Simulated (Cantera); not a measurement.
Input (Python, Cantera):

```python
import numpy as np
import cantera as ct

gas = ct.Solution("gri30.yaml")
gas.TPX = 1275, 1100000, {'CH4': 1, 'O2': 6.25, 'N2': 75}
reactor = ct.IdealGasConstPressureReactor(gas, energy="on", clone=False)
net = ct.ReactorNet([reactor])
net.rtol, net.atol = 1e-08, 1e-16
show = ['CH4', 'O2', 'CO', 'HCO', 'O', 'CH3']
times = np.geomspace(9e-06, 8, 16)

steps = ct.SolutionArray(gas, extra=["t"])
rows = []
print(f"{'t/s':>10s}{'T/K':>9s}{'P/Pa':>11s}" + "".join(f"{s:>11s}" for s in show))
for t in times:
    while net.time < t:
        t_next = net.step()
        steps.append(gas.state, t=t_next)
    rows.append([np.interp(t, steps.t, y) for y in (steps.T, steps.P, *steps(*show).X.T)])
    print(f"{t:10.3e}{rows[-1][0]:9.1f}{rows[-1][1]:11.4g}" + "".join(f"{x:11.3e}" for x in rows[-1][2:]))
rate = np.gradient(steps.T, steps.t)
print("integrator steps:", len(steps.t))
if steps.T.max() > steps.T[0] + 200:
    print(f"time of steepest temperature rise: {steps.t[rate.argmax()]:.4e} s")
gas.TPX = 1275, 1100000, {'CH4': 1, 'O2': 6.25, 'N2': 75}
gas.equilibrate("HP")
print(f"equilibrium (HP): T = {gas.T:.1f} K  " + "  ".join(f"{s} {gas[s].X[0]:.3e}" for s in show))
```

Output:

```
       t/s      T/K       P/Pa        CH4         O2         CO        HCO          O        CH3
 9.000e-06   1275.0    1.1e+06  1.216e-02  7.599e-02  2.118e-13  6.102e-16  3.476e-11  1.769e-08
 2.243e-05   1275.0    1.1e+06  1.216e-02  7.599e-02  3.399e-12  4.019e-15  7.526e-11  4.686e-08
 5.590e-05   1275.0    1.1e+06  1.216e-02  7.599e-02  5.902e-11  2.897e-14  1.973e-10  1.361e-07
 1.393e-04   1275.0    1.1e+06  1.216e-02  7.599e-02  1.235e-09  2.621e-13  6.622e-10  4.771e-07
 3.472e-04   1275.0    1.1e+06  1.215e-02  7.598e-02  4.008e-08  3.924e-12  3.003e-09  2.082e-06
 8.653e-04   1275.2    1.1e+06  1.211e-02  7.596e-02  1.617e-06  6.016e-11  9.362e-09  5.224e-06
 2.157e-03   1277.4    1.1e+06  1.176e-02  7.570e-02  5.819e-05  1.211e-09  4.777e-08  1.216e-05
 5.375e-03   1552.3    1.1e+06  4.534e-18  5.167e-02  2.681e-05  5.996e-15  1.693e-06  5.926e-18
 1.340e-02   1552.6    1.1e+06  1.423e-18  5.167e-02  2.025e-07  1.011e-17  5.615e-07  8.180e-19
 3.338e-02   1552.6    1.1e+06  1.247e-18  5.167e-02  1.700e-07  8.436e-18  5.576e-07  7.148e-19
 8.320e-02   1552.6    1.1e+06  9.520e-19  5.167e-02  1.700e-07  8.431e-18  5.576e-07  5.456e-19
 2.074e-01   1552.6    1.1e+06  6.042e-19  5.167e-02  1.700e-07  8.427e-18  5.576e-07  3.464e-19
 5.168e-01   1552.6    1.1e+06  3.139e-19  5.167e-02  1.700e-07  8.425e-18  5.576e-07  1.800e-19
 1.288e+00   1552.6    1.1e+06  7.755e-20  5.166e-02  1.700e-07  8.424e-18  5.576e-07  4.446e-20
 3.210e+00   1552.6    1.1e+06  2.447e-21  5.166e-02  1.700e-07  8.423e-18  5.575e-07  1.403e-21
 8.000e+00   1552.5    1.1e+06 -2.228e-24  5.166e-02  1.700e-07  8.422e-18  5.575e-07 -1.277e-24
integrator steps: 1709
time of steepest temperature rise: 3.3058e-03 s
equilibrium (HP): T = 1550.4 K  CH4 3.282e-30  O2 5.124e-02  CO 1.657e-07  HCO 7.990e-18  O 5.405e-07  CH3 1.858e-30
```

Detailed kinetics in Cantera: GRI-Mech 3.0 (53 species, 325 reactions).
